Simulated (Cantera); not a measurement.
Input (Python, Cantera):

```python
import numpy as np
import cantera as ct

gas = ct.Solution("gri30.yaml")
gas.TPX = 748, 1500000, {'CH4': 1, 'O2': 2.6, 'N2': 9.77}
inlet = ct.Reservoir(gas, clone=True)
gas.equilibrate("HP")  # start burning
reactor = ct.IdealGasConstPressureReactor(gas, energy="on", clone=False)
exhaust = ct.Reservoir(gas, clone=True)
tau = [0.037, 0.019, 0.0094, 0.0047, 0.0024, 0.0012, 0.00059, 0.0003, 0.00015, 7.5e-05, 3.7e-05, 1.9e-05][0]
for a, b in ((inlet, reactor), (reactor, exhaust)):
    ct.MassFlowController(a, b, mdot=lambda t: reactor.mass / tau)
net = ct.ReactorNet([reactor])
show = ['CH4', 'O2', 'H2O2', 'H2O', 'CO', 'OH']

rows = []
print(f"{'tau/s':>10s}{'T/K':>9s}" + "".join(f"{s:>11s}" for s in show))
for tau in [0.037, 0.019, 0.0094, 0.0047, 0.0024, 0.0012, 0.00059, 0.0003, 0.00015, 7.5e-05, 3.7e-05, 1.9e-05]:
    net.initial_time = 0.0
    net.advance(30 * tau)
    before = gas.X
    net.advance(40 * tau)
    drift = np.max(np.abs(gas.X - before) / (gas.X + 1e-9))
    rows.append([gas.T, *gas[show].X, drift])
    print(f"{tau:10.3e}{gas.T:9.1f}" + "".join(f"{x:11.3e}" for x in gas[show].X))
```

It prints:

```
     tau/s      T/K        CH4         O2       H2O2        H2O         CO         OH
 3.700e-02   2283.5  7.789e-07  4.285e-02  5.039e-07  1.475e-01  9.981e-04  2.880e-03
 1.900e-02   2285.2  1.490e-06  4.335e-02  5.110e-07  1.475e-01  1.031e-03  2.920e-03
 9.400e-03   2286.5  2.948e-06  4.384e-02  5.195e-07  1.474e-01  1.090e-03  2.968e-03
 4.700e-03   2286.7  5.743e-06  4.421e-02  5.300e-07  1.474e-01  1.196e-03  3.027e-03
 2.400e-03   2285.4  1.084e-05  4.451e-02  5.450e-07  1.473e-01  1.386e-03  3.110e-03
 1.200e-03   2281.9  2.044e-05  4.482e-02  5.713e-07  1.470e-01  1.742e-03  3.247e-03
 5.900e-04   2274.9  3.790e-05  4.523e-02  6.195e-07  1.467e-01  2.391e-03  3.475e-03
 3.000e-04   2263.6  6.601e-05  4.582e-02  6.984e-07  1.461e-01  3.423e-03  3.793e-03
 1.500e-04   2245.4  1.139e-04  4.678e-02  8.283e-07  1.452e-01  5.091e-03  4.209e-03
 7.500e-05   2218.1  1.965e-04  4.829e-02  1.026e-06  1.439e-01  7.635e-03  4.652e-03
 3.700e-05   2176.9  3.548e-04  5.079e-02  1.326e-06  1.420e-01  1.156e-02  4.982e-03
 1.900e-05   2117.8  6.847e-04  5.489e-02  1.776e-06  1.396e-01  1.733e-02  4.875e-03
```

Cantera simulation using GRI-Mech 3.0 (53 species, 325 reactions); the numbers are that mechanism's predictions, not measurements. The pressure lies above the range GRI-Mech 3.0 was tuned for (to about 10 atm).
